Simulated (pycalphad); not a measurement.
## Effect of Si content in Cu-Si

Source of the numbers: pycalphad with the COST 507 light-alloy database (1999); pressure 1 atm. The data set is of 1999 and partly superseded. Phase fractions are per mole of atoms.

### Question
One of these alloys has its liquidus at 1459 K, its solidus at 1074 K, and holds diamond (Si) 0.54, CU19SI6_ETA 0.46 at 1050 K. Which?
(A) Cu-43.45Si (at.%)
(B) Cu-86.9Si (at.%)
(C) Cu-65.18Si (at.%)

### Answer
C, Cu-65.18Si (at.%). The others: Cu-43.45Si (at.%), liquidus 1276, solidus 1074; Cu-86.9Si (at.%), liquidus 1612, solidus 1074

Database names, with the compositions (at.%) that they take in these runs: CU19SI6_ETA: Cu 76 Si 24.
